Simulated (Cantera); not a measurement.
An adiabatic, constant-pressure homogeneous reactor starts with H₂ : O₂ : N₂ = 1 : 1.47 : 5.53 (molar parts), equivalence ratio 0.34, at 1625 K and 1000000 Pa.

Detailed kinetics in Cantera: GRI-Mech 3.0 (53 species, 325 reactions). The hydrogen kinetics of GRI-Mech 3.0 are dated; newer H2 mechanisms differ, most at raised pressure.

x: mole fraction; the columns are a selection and need not sum to one.

```tsv
t (s)	T (K)	x H₂	x O₂	x H	x O	x NO	x H₂O₂	x H₂O
2.00e-6	2235	0.00563	0.120	[?]	0.0139	3.62e-5	1.60e-6	0.113
5.02e-6	2414	0.00140	0.125	[?]	0.00330	6.37e-5	8.75e-7	0.126
1.26e-5	2451	0.000579	0.127	[?]	0.00138	8.76e-5	9.08e-7	0.129
3.17e-5	2452	0.000541	0.127	0.000150	0.00129	0.000130	9.21e-7	0.129
7.96e-5	2452	0.000541	0.127	0.000150	0.00129	0.000236	9.21e-7	0.129
0.000200	2452	0.000540	0.127	0.000150	0.00129	0.000499	9.19e-7	0.129
0.000502	2450	0.000537	0.126	0.000149	0.00128	0.00114	9.16e-7	0.129
0.00126	2447	0.000531	0.126	0.000146	0.00125	0.00266	9.07e-7	0.129
0.00317	2441	0.000518	0.124	0.000140	0.00121	0.00582	8.90e-7	0.129
0.00796	2431	0.000498	0.122	0.000131	0.00114	0.0106	8.64e-7	0.129
0.0200	2425	0.000485	0.120	0.000125	0.00109	0.0140	8.45e-7	0.129
0.0502	2424	0.000482	0.120	0.000124	0.00108	0.0146	8.42e-7	0.129
0.126	2424	0.000482	0.120	0.000124	0.00108	0.0146	8.42e-7	0.129
0.317	2424	0.000482	0.120	0.000124	0.00108	0.0146	8.42e-7	0.129
0.796	2424	0.000482	0.120	0.000124	0.00108	0.0146	8.42e-7	0.129
2.00	2424	0.000482	0.120	0.000124	0.00108	0.0146	8.42e-7	0.129
```

Task: Some entries are withheld; supply them.

Result: 
- 2.00e-6, x H: 0.00587
- 5.02e-6, x H: 0.000619
- 1.26e-5, x H: 0.000166
